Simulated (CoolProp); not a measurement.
Vapour pressure (kPa) of chloromethane (R40): the reference equation beside estimates from Tc = 418.6 K, pc = 6929 kPa, ω = 0.150. Clausius-Clapeyron is anchored at 317.6 K with a constant enthalpy of vaporisation of 17.60 kJ/mol.

Computed with CoolProp (reference Helmholtz-energy equation of state, Thol 2014).

```json
[
 {"T (K)": "313.8", "reference": "888.0", "Lee-Kesler": "881.4", "Clausius-Clapeyron": "903.3", "van der Waals": "1952", "Redlich-Kwong": "1052", "Soave-Redlich-Kwong": "883.1", "Peng-Robinson": "876.3"},
 {"T (K)": "317.6", "reference": "979.2", "Lee-Kesler": "972.3", "Clausius-Clapeyron": "979.2", "van der Waals": "2069", "Redlich-Kwong": "1154", "Soave-Redlich-Kwong": "974.8", "Peng-Robinson": "966.6"},
 {"T (K)": "321.3", "reference": "1074", "Lee-Kesler": "1067", "Clausius-Clapeyron": "1057", "van der Waals": "2187", "Redlich-Kwong": "1259", "Soave-Redlich-Kwong": "1071", "Peng-Robinson": "1061"},
 {"T (K)": "325", "reference": "1176", "Lee-Kesler": "1169", "Clausius-Clapeyron": "1140", "van der Waals": "2309", "Redlich-Kwong": "1371", "Soave-Redlich-Kwong": "1173", "Peng-Robinson": "1162"},
 {"T (K)": "328.7", "reference": "1285", "Lee-Kesler": "1277", "Clausius-Clapeyron": "1226", "van der Waals": "2435", "Redlich-Kwong": "1490", "Soave-Redlich-Kwong": "1283", "Peng-Robinson": "1270"},
 {"T (K)": "332.4", "reference": "1401", "Lee-Kesler": "1393", "Clausius-Clapeyron": "1317", "van der Waals": "2566", "Redlich-Kwong": "1615", "Soave-Redlich-Kwong": "1400", "Peng-Robinson": "1386"},
 {"T (K)": "336.1", "reference": "1525", "Lee-Kesler": "1515", "Clausius-Clapeyron": "1413", "van der Waals": "2701", "Redlich-Kwong": "1748", "Soave-Redlich-Kwong": "1525", "Peng-Robinson": "1509"},
 {"T (K)": "339.8", "reference": "1656", "Lee-Kesler": "1646", "Clausius-Clapeyron": "1513", "van der Waals": "2840", "Redlich-Kwong": "1888", "Soave-Redlich-Kwong": "1658", "Peng-Robinson": "1640"},
 {"T (K)": "343.6", "reference": "1799", "Lee-Kesler": "1788", "Clausius-Clapeyron": "1621", "van der Waals": "2988", "Redlich-Kwong": "2039", "Soave-Redlich-Kwong": "1803", "Peng-Robinson": "1783"},
 {"T (K)": "347.3", "reference": "1947", "Lee-Kesler": "1935", "Clausius-Clapeyron": "1731", "van der Waals": "3136", "Redlich-Kwong": "2195", "Soave-Redlich-Kwong": "1953", "Peng-Robinson": "1931"},
 {"T (K)": "351", "reference": "2104", "Lee-Kesler": "2091", "Clausius-Clapeyron": "1846", "van der Waals": "3289", "Redlich-Kwong": "2358", "Soave-Redlich-Kwong": "2111", "Peng-Robinson": "2088"},
 {"T (K)": "354.7", "reference": "2270", "Lee-Kesler": "2255", "Clausius-Clapeyron": "1966", "van der Waals": "3447", "Redlich-Kwong": "2529", "Soave-Redlich-Kwong": "2279", "Peng-Robinson": "2254"}
]
```

Absolute difference from the reference over all 12 rows, mean and median: Lee-Kesler 0.6 and 0.6 %, Clausius-Clapeyron 6.6 and 6.7 %, van der Waals 82.3 and 80.1 %, Redlich-Kwong 15.0 and 14.9 %, Soave-Redlich-Kwong 0.3 and 0.3 %, Peng-Robinson 1.0 and 1.1 %.
